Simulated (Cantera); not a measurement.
Cantera run, input and output.

```python
import numpy as np
import cantera as ct

gas = ct.Solution("gri30.yaml")
gas.TPX = 1350, 43000, {'N2O': 1, 'N2': 0.29}
reactor = ct.IdealGasConstPressureReactor(gas, energy="off", clone=False)
net = ct.ReactorNet([reactor])
net.rtol, net.atol = 1e-08, 1e-18
show = ['N2O', 'NO', 'N2', 'O2', 'NO2']
times = np.geomspace(0.0009, 10, 11)

steps = ct.SolutionArray(gas, extra=["t"])
rows = []
print(f"{'t/s':>10s}{'T/K':>9s}{'P/Pa':>11s}" + "".join(f"{s:>11s}" for s in show))
for t in times:
    while net.time < t:
        t_next = net.step()
        steps.append(gas.state, t=t_next)
    rows.append([np.interp(t, steps.t, y) for y in (steps.T, steps.P, *steps(*show).X.T)])
    print(f"{t:10.3e}{rows[-1][0]:9.1f}{rows[-1][1]:11.4g}" + "".join(f"{x:11.3e}" for x in rows[-1][2:]))
rate = np.gradient(steps.T, steps.t)
print("integrator steps:", len(steps.t))
if steps.T.max() > steps.T[0] + 200:
    print(f"time of steepest temperature rise: {steps.t[rate.argmax()]:.4e} s")
gas.TPX = 1350, 43000, {'N2O': 1, 'N2': 0.29}
gas.equilibrate("TP")
print(f"equilibrium (TP): T = {gas.T:.1f} K  " + "  ".join(f"{s} {gas[s].X[0]:.3e}" for s in show))
```

Result:

```
       t/s      T/K       P/Pa        N2O         NO         N2         O2        NO2
 9.000e-04   1350.0    4.3e+04  7.721e-01  3.820e-04  2.266e-01  9.175e-04  1.334e-07
 2.285e-03   1350.0    4.3e+04  7.673e-01  9.726e-04  2.293e-01  2.337e-03  7.860e-07
 5.800e-03   1350.0    4.3e+04  7.554e-01  2.448e-03  2.362e-01  5.889e-03  3.999e-06
 1.472e-02   1350.0    4.3e+04  7.263e-01  6.049e-03  2.531e-01  1.458e-02  1.579e-05
 3.737e-02   1350.0    4.3e+04  6.587e-01  1.435e-02  2.921e-01  3.475e-02  4.646e-05
 9.487e-02   1350.0    4.3e+04  5.206e-01  3.110e-02  3.721e-01  7.608e-02  1.094e-04
 2.408e-01   1350.0    4.3e+04  3.048e-01  5.626e-02  4.975e-01  1.412e-01  2.060e-04
 6.113e-01   1350.0    4.3e+04  1.005e-01  7.687e-02  6.179e-01  2.044e-01  2.907e-04
 1.552e+00   1350.0    4.3e+04  1.311e-02  8.153e-02  6.715e-01  2.335e-01  3.424e-04
 3.939e+00   1350.0    4.3e+04  2.277e-04  8.120e-02  6.799e-01  2.382e-01  4.896e-04
 1.000e+01   1350.0    4.3e+04  1.868e-06  8.114e-02  6.800e-01  2.383e-01  5.033e-04
integrator steps: 1126
equilibrium (TP): T = 1350.0 K  N2O 2.437e-08  NO 6.000e-04  N2 7.204e-01  O2 2.790e-01  NO2 4.029e-06
```

Detailed kinetics in Cantera: GRI-Mech 3.0 (53 species, 325 reactions). GRI-Mech 3.0 was tuned for natural gas; its chemistry of N2O as a main component is partial and can be far from experiment. The mechanism lacks the step 2 NO + O2 → 2 NO2, which can matter for NO2 below about 1400 K. The temperature is held fixed by assumption; the heat of reaction is taken as removed at once.
